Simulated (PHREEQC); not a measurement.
Make-up at 25 °C: 3.3 mol LiCl and 0.52 mol SrCl2 per kg of water. Closed to the air; pH follows from the charge balance.

Equilibrium calculation in PHREEQC: Pitzer model, pitzer.dat.

Task: The ionic strength comes out as 4.86 mol/kgw. What activity coefficients do Cl-, Sr+2, Li+ get?

Result: Cl- 0.59, Sr+2 2.0, Li+ 4.1. Single-ion values are on the MacInnes scale.

Precipitation was switched off in this run.
